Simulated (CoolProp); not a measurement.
R1234ze(Z) along the isotherm 440 K: Z from the reference equation and from simpler models built on Tc = 423.3 K, pc = 35.31 bar, ω = 0.327; each cubic takes its own stable root.

Model: reference Helmholtz-energy equation of state, Akasaka 2019, in CoolProp.

| p (bar) | phase | reference |
|---|---|---|
| 0.558 | gas | 0.9948 |
| 0.942 | gas | 0.9912 |
| 1.59 | gas | 0.9852 |
| 2.68 | gas | 0.9748 |
| 4.53 | gas | 0.9571 |
| 7.64 | gas | 0.9263 |
| 12.9 | gas | 0.8716 |
| 21.8 | gas | 0.7693 |
| 36.7 | supercritical | 0.5460 |
| 62 | supercritical | 0.2782 |
| 105 | supercritical | 0.3937 |
| 177 | supercritical | 0.5957 |

Task: How far does each simpler model (van der Waals, Soave-Redlich-Kwong, Peng-Robinson) lie from the reference over these 12 states: mean and median of the absolute difference, and the worst?

Result: 
- van der Waals: mean 13.0 %, median 1.8 %, worst +49.7 % at 440 K and 177 bar
- Soave-Redlich-Kwong: mean 7.3 %, median 1.0 %, worst +30.6 % at 440 K and 62 bar
- Peng-Robinson: mean 3.5 %, median 0.1 %, worst +19.2 % at 440 K and 62 bar
